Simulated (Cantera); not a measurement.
Input: 1 mol BN, 9.1 mol HCl.

These are equilibrium values from Cantera (NASA tables, ideal gas, pure condensed phases), not measurements of a reactor. Candidate condensed phases: B, BN, NH4Cl; 21 gas species. The tables' values for BCl2 are old estimates. Equilibrium is a limit: real reactors are often held back by kinetics, nucleation or transport.

Stable condensed phases, one row left out:

```
T in K \ P in Pa
              1    4.2     18     75    320   1300   5600  24000 100000
   1623       A      A      B      B      B      B      B      B      B
   1573       A      B      B      B      B      B      B      B      B
   1473       B      B      B      B      B      B      B      B      B
   1423       B      B      B      B      B      B      B      B      B
   1373       B      B      B      B      B      B      B      B      B
   1323       B      B      B      B      B      B      B      B      B
   1273       B      B      B      B      B      B      B      B      B
   1223       B      B      B      B      B      B      B      B      B
```

A: gas only; B: BN.

### Question
Give the row for 1523 K.

### Answer
1: BN; 4.2: BN; 18: BN; 75: BN; 320: BN; 1300: BN; 5600: BN; 24000: BN; 100000: BN.
